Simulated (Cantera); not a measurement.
Charge: 1 mol SiC, 0.0036 mol H2O, 400 mol N2, held at 0.00780 bar.

Equilibrium computed with Cantera from the NASA thermochemical tables; the gas is ideal and each condensed phase is pure. Candidate condensed phases: C, C6H6, C7H8, C8H18, H2O, Si, SiC, SiO2, Si2N2O, Si3N4; 151 gas species. The numbers say what is thermodynamically allowed, not how fast it happens.

What share of the Si ends up in condensed phases as a function of T (°C), at 1650, 1675, 1700, 1725, 1750, 1775, 1800, 1825, 1850, 1875, 1900?


```csv
T (°C),Si condensed (%),as
1650,96.1,SiC(s)
1675,94.1,SiC(s)
1700,91.1,SiC(s)
1725,86.7,SiC(s)
1750,80.3,SiC(s)
1775,71.1,SiC(s)
1800,57.9,SiC(s)
1825,39.3,SiC(s)
1850,13.0,SiC(s)
1875,0.0,-
1900,0.0,-
```
